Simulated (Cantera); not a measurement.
Mixture: CH₃OH : O₂ : N₂ = 1 : 2.78 : 10.4 (molar parts), at 4.15 atm, adiabatic and at constant volume. Ignition delay is the time to a rise of 400 K.

Model: GRI-Mech 3.0 (53 species, 325 reactions), integrated in Cantera. GRI-Mech 3.0 was tuned for natural gas; its chemistry of methanol as a main component is partial and can be far from experiment.

Question: What does this change do: pressure from 4.15 atm to 1.28 atm?

Answer: 
```json
[
 {"quantity": "delay at 1048 K", "before": "59.6 ms", "after": "0.153 s"},
 {"quantity": "delay at 1123 K", "before": "12.7 ms", "after": "33.1 ms"},
 {"quantity": "delay at 1198 K", "before": "3.29 ms", "after": "8.73 ms"},
 {"quantity": "delay at 1273 K", "before": "1.02 ms", "after": "2.75 ms"},
 {"quantity": "delay at 1348 K", "before": "0.368 ms", "after": "1.01 ms"},
 {"quantity": "delay at 1423 K", "before": "0.152 ms", "after": "0.424 ms"},
 {"quantity": "delay at 1498 K", "before": "71.2 µs", "after": "0.200 ms"},
 {"quantity": "apparent activation energy between 1348 and 1498 K", "before": "180 kJ/mol", "after": "180 kJ/mol"}
]
```

Question: What does this change do: pressure from 4.15 atm to 0.405 atm?

Answer: 
```csv
quantity,before,after
delay at 1048 K,59.6 ms,0.425 s
delay at 1123 K,12.7 ms,92.7 ms
delay at 1198 K,3.29 ms,24.7 ms
delay at 1273 K,1.02 ms,7.85 ms
delay at 1348 K,0.368 ms,2.91 ms
delay at 1423 K,0.152 ms,1.23 ms
delay at 1498 K,71.2 µs,0.586 ms
apparent activation energy between 1348 and 1498 K,180 kJ/mol,180 kJ/mol
```
